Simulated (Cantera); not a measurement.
**NO annealing gas**

An isothermal, constant-pressure homogeneous reactor starts with NO : N2 = 2 : 0.37 (molar parts), at 1648 K and 1.00 bar.

Computed with Cantera and GRI-Mech 3.0 (53 species, 325 reactions).

```tsv
t (s)	x NO	x O2	x N2O	x NO2	x O
4.00e-6	0.844	4.08e-11	1.49e-7	3.46e-8	1.14e-7
1.32e-5	0.844	3.20e-10	4.90e-7	2.65e-7	2.26e-7
4.33e-5	0.844	1.80e-9	1.61e-6	1.34e-6	2.73e-7
0.000143	0.844	9.17e-9	5.26e-6	5.06e-6	2.92e-7
0.000469	0.844	6.37e-8	1.69e-5	1.76e-5	3.51e-7
0.00154	0.844	7.53e-7	5.18e-5	6.13e-5	5.50e-7
0.00508	0.843	1.51e-5	0.000136	0.000212	1.17e-6
0.0167	0.842	0.000263	0.000243	0.000480	2.16e-6
0.0551	0.840	0.00163	0.000267	0.000573	2.52e-6
0.181	0.830	0.00621	0.000261	0.000706	3.06e-6
0.597	0.801	0.0207	0.000241	0.000996	4.35e-6
1.96	0.717	0.0623	0.000192	0.00143	6.77e-6
6.46	0.530	0.155	0.000103	0.00163	1.03e-5
21.3	0.279	0.282	2.82e-5	0.00115	1.36e-5
70.0	0.0986	0.372	3.62e-6	0.000466	1.56e-5
```
x: mole fraction; the columns are a selection and need not sum to one.

Equilibrium at this temperature and pressure: NO 0.00288, O2 0.420, N2O 1.45e-7, NO2 1.44e-5, O 1.65e-5 (gas phase only).
